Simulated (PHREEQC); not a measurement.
PHREEQC input (ion-association model, phreeqc.dat):

```
SOLUTION 0
  temp 25
  units mmol/kgw
  pH 7 charge
  S(6) 34
  Mg 5
  Zn 29
  Cl 0.01
  O(0) 1 O2(g) -0.68
SOLUTION 1-40
  temp 25
  units mmol/kgw
  pH 7 charge
  S(6) 5.1
  Mg 5.1
  Cl 7.61
  Li 7.6
  O(0) 1 O2(g) -0.68
END
EXCHANGE 1-40
  X 0.027
  -equilibrate 1
END
SELECTED_OUTPUT 1
  -reset false
  -pH true
  -pe true
  -ionic_strength true
  -water true
  -step true
  -totals Cl Li Mg S Zn S(-2) S(6)
  -molalities MgX2 LiX ZnX2
  -saturation_indices Zn(OH)2(e)
PRINT
  -reset false
TRANSPORT
  -cells 40
  -shifts 120
  -lengths 0.005
  -time_step 300
  -dispersivities 0.007
  -boundary_conditions flux flux
  -correct_disp true
  -punch_cells 40
  -punch_frequency 4
END
```

Selected output (columns that matter, 21 of 31 rows; pore volumes added in front):

```
pore volumes	pH	mu	Cl	Li	Mg	S	Zn	m_MgX2	m_LiX	m_ZnX2	si_Zn(OH)2(e)
0	5.1387	0.023242	0.00761	0.0076	0.0051	0.0051	0	0.012842	0.0013158	0	-1000
0.2125	5.1387	0.023242	0.00761	0.0076	0.0051	0.0051	0	0.012842	0.0013158	0	-1000
0.3125	5.1387	0.023242	0.00761	0.0076	0.0051	0.0051	0	0.012842	0.0013158	0	-1000
0.4125	5.1389	0.023265	0.0076073	0.0076036	0.0051071	0.0051102	3.912e-20	0.012842	0.0013157	1.5417e-19	-20.996
0.6125	5.154	0.025831	0.0073095	0.0078232	0.0059807	0.0062425	3.8993e-11	0.012865	0.0012702	1.314e-10	-11.992
0.8125	5.216	0.038926	0.0056731	0.0074814	0.011549	0.012465	7.0336e-06	0.013025	0.00092575	1.2368e-05	-6.7086
0.9125	5.2487	0.047757	0.0044608	0.0065065	0.015893	0.017075	0.00015432	0.012955	0.00070039	0.00019523	-5.3517
1.0125	5.2722	0.055927	0.0032702	0.0052114	0.019585	0.021603	0.001042	0.012244	0.00049934	0.0010064	-4.5139
1.2125	5.2845	0.067565	0.001482	0.0027306	0.020414	0.028402	0.0073596	0.0086183	0.00021828	0.0047725	-3.6836
1.4125	5.2733	0.073392	0.00057021	0.0011766	0.015258	0.03187	0.016304	0.0050997	8.3898e-05	0.0083584	-3.3754
1.5125	5.2672	0.074886	0.00033981	0.0007341	0.012599	0.032746	0.019945	0.0039307	5.056e-05	0.009544	-3.3027
1.6125	5.2622	0.07581	0.0001995	0.00044653	0.010412	0.033279	0.022739	0.0030999	3.0029e-05	0.010385	-3.2569
1.8125	5.2557	0.07669	6.9026e-05	0.00015577	0.0075384	0.033776	0.026189	0.0021317	1.02e-05	0.011363	-3.2092
2.0125	5.2524	0.076985	2.7334e-05	5.126e-05	0.0061136	0.033934	0.027804	0.0016916	3.3185e-06	0.011807	-3.1896
2.1125	5.2516	0.077045	1.9236e-05	2.8921e-05	0.005725	0.033965	0.02823	0.0015755	1.8669e-06	0.011924	-3.1847
2.2125	5.251	0.077078	1.4876e-05	1.6171e-05	0.0054679	0.033981	0.028508	0.0014995	1.042e-06	0.012	-3.1816
2.4125	5.2503	0.077107	1.1328e-05	4.9441e-06	0.0051907	0.033995	0.028802	0.0014184	3.1797e-07	0.012081	-3.1783
2.6125	5.2501	0.077116	1.0353e-05	1.4759e-06	0.0050759	0.033999	0.028922	0.0013851	9.4845e-08	0.012115	-3.177
2.7125	5.25	0.077118	1.0181e-05	8.0057e-07	0.0050476	0.033999	0.028951	0.0013769	5.1438e-08	0.012123	-3.1767
2.8125	5.25	0.077119	1.0092e-05	4.3249e-07	0.0050297	0.034	0.02897	0.0013718	2.7785e-08	0.012128	-3.1765
3.0125	5.2499	0.07712	1.0024e-05	1.2491e-07	0.0050114	0.034	0.028988	0.0013665	8.0237e-09	0.012134	-3.1762
```
